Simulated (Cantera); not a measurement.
An adiabatic, constant-pressure homogeneous reactor starts with CO : H2 : O2 : N2 : H2O = 1 : 0.045 : 0.78 : 2.93 : 0.1 (molar parts), at 1675 K and 140000 Pa.

Computed with Cantera and GRI-Mech 3.0 (53 species, 325 reactions).

Problem. Predict: time of steepest temperature rise; temperature at 4.00 s; equilibrium temperature; x(CO) at 4.00 s; x(H2) at 4.00 s; x(O2) at 4.00 s; x(NO) at 4.00 s; x(OH) at 4.00 s; x(N2O) at 4.00 s; x(H2O) at 4.00 s.

Solution. 
| Quantity | Value |
|---|---|
| time of steepest temperature rise | 35.5 µs |
| temperature at 4.00 s | 2719 K |
| equilibrium temperature | 2719 K |
| x(CO) at 4.00 s | 0.0565 (gas-phase equilibrium 0.0565) |
| x(H2) at 4.00 s | 0.00127 (gas-phase equilibrium 0.00127) |
| x(O2) at 4.00 s | 0.0711 (gas-phase equilibrium 0.0711) |
| x(NO) at 4.00 s | 0.0173 (gas-phase equilibrium 0.0173) |
| x(OH) at 4.00 s | 0.00958 (gas-phase equilibrium 0.00958) |
| x(N2O) at 4.00 s | 1.03e-6 (gas-phase equilibrium 1.03e-6) |
| x(H2O) at 4.00 s | 0.0252 (gas-phase equilibrium 0.0252) |
